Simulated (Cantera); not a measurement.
# Gas activation for diamond growth

A perfectly stirred reactor is fed with 2.25 % CH4, 97.6 % H2, 0.117 % O2, at 0.0263 atm; it is held at 2600 K, and followed from long to short residence time.

Computed with Cantera and GRI-Mech 3.0 (53 species, 325 reactions). GRI-Mech 3.0 stops at C3 and has no aromatics, soot or wall deposition, so with more carbon than oxygen in the feed, carbon stays in small species such as C2H2 where larger ones or solid carbon would form. Radical loss at walls, strong at low pressure, is not modelled.

```
τ (s)       x CH4   x H2      x O2      x O    x HCO     x CH2     x HO2
-------  --------  -----  --------  -------  -------  --------  --------
1.4       4.62e-6  0.793   6.04e-9  1.30e-8  1.49e-9   8.12e-6    <1e-12
0.57      8.92e-6  0.810   1.64e-8  3.13e-8  1.62e-9   1.25e-5  1.75e-12
0.23      2.41e-5  0.843   5.06e-8  7.45e-8  1.99e-9   2.06e-5  6.79e-12
0.097     8.40e-5  0.884   1.71e-7  1.60e-7  3.14e-9   3.33e-5  3.26e-11
0.040    0.000289  0.915   6.07e-7  3.03e-7  7.28e-9   5.03e-5  1.68e-10
0.016    0.000811  0.934   2.07e-6  4.47e-7  1.90e-8   7.17e-5  7.63e-10
0.0067    0.00185  0.944   6.26e-6  4.95e-7  3.77e-8   9.59e-5   2.83e-9
0.0028    0.00384  0.950   1.84e-5  5.11e-7  6.02e-8  0.000121   9.86e-9
0.0011    0.00754  0.954   5.73e-5  6.43e-7  8.80e-8  0.000137   3.68e-8
0.00047    0.0122  0.958  0.000162  1.00e-6  1.18e-7  0.000123   1.26e-7
```
x: mole fraction; the columns are a selection and need not sum to one.
